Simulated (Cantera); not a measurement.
# Diamond growth

A diamond (100) surface in a fixed gas of H2 with x(CH4) = 0.0065, x(H) = 0.0046, x(CH3) = 0.00023, at 950 K; coverages are run to steady state.

Detailed kinetics in Cantera: the Harris–Goodwin 1993 mechanism for the reconstructed diamond (100) surface.

```tsv
P (Pa)	growth (µm/h)	θ c6HH	θ c6H*	θ c6*H	θ c6**	θ c6HM
620	0.520	0.619	0.0136	0.322	0.00633	0.0296
1100	0.955	0.618	0.0136	0.322	0.00632	0.0307
2000	1.77	0.618	0.0136	0.322	0.00632	0.0313
3600	3.23	0.617	0.0136	0.321	0.00631	0.0317
6400	5.78	0.617	0.0136	0.321	0.00632	0.0319
12000	10.9	0.617	0.0136	0.321	0.00632	0.0320
21000	19.1	0.617	0.0137	0.321	0.00633	0.0321
37000	33.7	0.617	0.0138	0.321	0.00634	0.0322
```
θ: site fractions in the mechanism's names (c6HH fully hydrogenated, c6H* and c6*H radical sites, c6** diradical, c6HM methylated).
